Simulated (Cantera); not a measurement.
# Equilibrium for fluorocarbon and chlorocarbon gases: CH3Cl + F2 + H2 + CH4

Feed: 1 mol CH3Cl, 0.49 mol F2, 10 mol H2, 0.34 mol CH4, held at 2127 °C and 7.50 Torr.

Equilibrium computed with Cantera from the NASA thermochemical tables; the gas is ideal and each condensed phase is pure. Candidate condensed phases: C, C6H6, C7H8, C8H18; 118 gas species. Equilibrium is a limit: real reactors are often held back by kinetics, nucleation or transport.

```
Property                Result
-------------------  ---------
x(H2)                    0.720
x(H)                     0.135
x(HF)                   0.0691
x(HCl)                  0.0622
x(Cl)                  0.00831
x(C2H2 (acetylene))    0.00502
x(C2H)                 5.42e-5
x(F)                   2.06e-5
x(C4H2)                1.44e-5
n(C(graphite))        1.19 mol
gas amount           14.19 mol
```
